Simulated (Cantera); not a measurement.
Feed: 1 mol CH3OH, 0.047 mol O2, 0.36 mol H2, 0.32 mol CO2, equilibrated at 500 °C and 0.133 bar.

Equilibrium computed with Cantera from the NASA thermochemical tables; the gas is ideal and each condensed phase is pure. Candidate condensed phases: C, C6H6, C7H8, C8H18, H2O; 110 gas species. The numbers say what is thermodynamically allowed, not how fast it happens.

### Question
What is the equilibrium state?

### Answer
```json
{
  "x(H2)": "0.484",
  "x(H2O)": "0.217",
  "x(CO2)": "0.162",
  "x(CO)": "0.0706",
  "x(CH4)": "0.0661",
  "n(C(graphite))": "0.473 mol",
  "gas_amount": "2.832 mol"
}
```
